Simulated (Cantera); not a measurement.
Input: 1 mol Al(CH3)3, 7.4 mol H2O, 2.1 mol H2, held at 1198.15 K and 7200 Pa.

Cantera equilibrium calculation (NASA polynomials, part measured and part estimated; ideal gas, pure solids and liquids). Candidate condensed phases: Al, Al2O3, C, C6H6, C7H8, C8H18, H2O; 121 gas species. The feed counts by its element totals alone. Kinetics and transport are ignored.

Base state: H2 0.677, CO 0.152, H2O 0.146, CO2 0.0241 (mole fractions); condensed: Al2O3(s).

**Question.** What changes in the equilibrium state with this change: H2 from 2.1 to 230 mol?

**Answer.** 
| species | before | after |
|---|---|---|
| H2 | 0.677 | 0.976 |
| CO | 0.152 | 0.0121 |
| H2O | 0.146 | 0.0117 |
| CO2 | 0.0241 | 0.000107 |
| Al2O3(s), mol | 0.500 | 0.500 |
